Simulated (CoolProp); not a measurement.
Values from CoolProp's reference Helmholtz-energy equation of state, Zhou 2014.

Task: For cyclohexane, give the phase and the cv (kJ/(kg K)), Joule-Thomson coefficient (K/MPa) at 540.3 K and 7.36 bar; 435.6 K and 2.14 bar.

Result: 
- 540.3 K and 7.36 bar: gas; cv 2.36, Joule-Thomson coefficient 7.00
- 435.6 K and 2.14 bar: gas; cv 1.88, Joule-Thomson coefficient 13.7
